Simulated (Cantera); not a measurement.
Charge: 1 mol C2H2, 0.16 mol NH3, 35 mol H2, held at 2700 K and 13300 Pa.

Method: chemical equilibrium by Gibbs-energy minimisation in Cantera with the NASA 1993 tables (ideal gas, pure condensed phases). Candidate condensed phases: C, C6H6, C7H8, C8H18; 92 gas species. Equilibrium is a limit: real reactors are often held back by kinetics, nucleation or transport.

Base state: H2 0.834, H 0.142, C2H2 (acetylene) 0.0197, HCN 0.00251, N2 0.000595, HNC 0.000363, C2H 0.000356, C4H2 0.000193 (mole fractions); condensed: C(graphite).

### Question
What changes in the equilibrium state with this change: pressure from 13300 Pa to 1330 Pa?

### Answer
```tsv
species	before	after
H2	0.834	0.600
H	0.142	0.381
C2H2 (acetylene)	0.0197	0.0141
CH4	1.03e-5	5.35e-7
C	1.59e-5	0.000159
C(graphite), mol	0.276	0.402
```
